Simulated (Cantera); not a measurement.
Input (Python, Cantera):

```python
import numpy as np
import cantera as ct

gas = ct.Solution("gri30.yaml")
gas.TPX = 1375, 1000000, {'CO': 0.0075, 'O2': 0.087, 'H2O': 0.051, 'N2': 1, 'H2': 0.096}
inlet = ct.Reservoir(gas, clone=True)

reactor = ct.IdealGasConstPressureReactor(gas, energy="off", clone=False)
exhaust = ct.Reservoir(gas, clone=True)
tau = [4.3, 1.5, 0.54, 0.19, 0.067, 0.024, 0.0084, 0.003, 0.001, 0.00037][0]
for a, b in ((inlet, reactor), (reactor, exhaust)):
    ct.MassFlowController(a, b, mdot=lambda t: reactor.mass / tau)
net = ct.ReactorNet([reactor])
show = ['CO', 'O2', 'H2O', 'NO', 'CO2', 'NO2', 'H2O2']

rows = []
print(f"{'tau/s':>10s}{'T/K':>9s}" + "".join(f"{s:>11s}" for s in show))
for tau in [4.3, 1.5, 0.54, 0.19, 0.067, 0.024, 0.0084, 0.003, 0.001, 0.00037]:
    net.initial_time = 0.0
    net.advance(30 * tau)
    before = gas.X
    net.advance(40 * tau)
    drift = np.max(np.abs(gas.X - before) / (gas.X + 1e-9))
    rows.append([gas.T, *gas[show].X, drift])
    print(f"{tau:10.3e}{gas.T:9.1f}" + "".join(f"{x:11.3e}" for x in gas[show].X))
```

Result:

```
     tau/s      T/K         CO         O2        H2O         NO        CO2        NO2       H2O2
 4.300e+00   1375.0  4.136e-06  2.963e-02  1.235e-01  6.374e-08  6.300e-03  3.974e-09  1.577e-08
 1.500e+00   1375.0  1.069e-05  2.964e-02  1.235e-01  5.652e-08  6.293e-03  7.020e-09  2.527e-08
 5.400e-01   1375.0  2.708e-05  2.966e-02  1.235e-01  6.355e-08  6.277e-03  1.430e-08  4.739e-08
 1.900e-01   1375.0  6.851e-05  2.971e-02  1.234e-01  8.660e-08  6.235e-03  2.878e-08  1.108e-07
 6.700e-02   1375.0  1.628e-04  2.982e-02  1.232e-01  1.208e-07  6.140e-03  4.460e-08  2.951e-07
 2.400e-02   1375.0  3.530e-04  3.007e-02  1.229e-01  1.452e-07  5.948e-03  4.715e-08  7.851e-07
 8.400e-03   1375.0  7.156e-04  3.056e-02  1.221e-01  1.439e-07  5.582e-03  3.490e-08  1.985e-06
 3.000e-03   1375.0  1.303e-03  3.143e-02  1.207e-01  1.270e-07  4.989e-03  2.085e-08  4.355e-06
 1.000e-03   1375.0  2.171e-03  3.294e-02  1.182e-01  1.161e-07  4.110e-03  1.153e-08  8.379e-06
 3.700e-04   1375.0  3.026e-03  3.479e-02  1.148e-01  1.288e-07  3.243e-03  7.547e-09  1.225e-05
```

Model: GRI-Mech 3.0 (53 species, 325 reactions), integrated in Cantera. The hydrogen kinetics of GRI-Mech 3.0 are dated; newer H2 mechanisms differ, most at raised pressure. The temperature is held fixed by assumption; the heat of reaction is taken as removed at once.
